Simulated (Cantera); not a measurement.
Feed: 1 mol SiH₄, 0.0057 mol C₃H₈, 2.3 mol H₂, equilibrated at 1.30 mbar.

These are equilibrium values from Cantera (NASA tables, ideal gas, pure condensed phases), not measurements of a reactor. Candidate condensed phases: C, C₆H₆, C₇H₈, C₈H₁₈, Si, SiC; 87 gas species. Mutual solubility and eutectic melting of coexisting phases are not modelled. Gases not in the tables: Si₂H₆ and higher silanes. Rates play no part.

Task: Which condensed phases are stable at each of these points (T (°C)): 1300, 1325, 1350, 1375, 1400, 1425, 1450, 1475, 1500, 1525, 1550, 1575, 1600, 1625?

Result: 
| T (°C) | condensed phases | Si condensed (%) |
|---|---|---|
| 1300 | Si(s) + SiC(s) | 100.0 |
| 1325 | Si(s) + SiC(s) | 100.0 |
| 1350 | Si(s) + SiC(s) | 99.9 |
| 1375 | Si(s) + SiC(s) | 99.9 |
| 1400 | Si(s) + SiC(s) | 99.8 |
| 1425 | Si(l) + SiC(s) | 99.8 |
| 1450 | Si(l) + SiC(s) | 99.6 |
| 1475 | Si(l) + SiC(s) | 99.5 |
| 1500 | Si(l) + SiC(s) | 99.2 |
| 1525 | Si(l) + SiC(s) | 98.9 |
| 1550 | Si(l) + SiC(s) | 98.4 |
| 1575 | Si(l) + SiC(s) | 97.7 |
| 1600 | Si(l) + SiC(s) | 96.7 |
| 1625 | Si(l) + SiC(s) | 95.4 |

From 1300 °C to 1400 °C the condensed part is Si(s) + SiC(s). From 1425 °C to 1625 °C the condensed part is Si(l) + SiC(s).
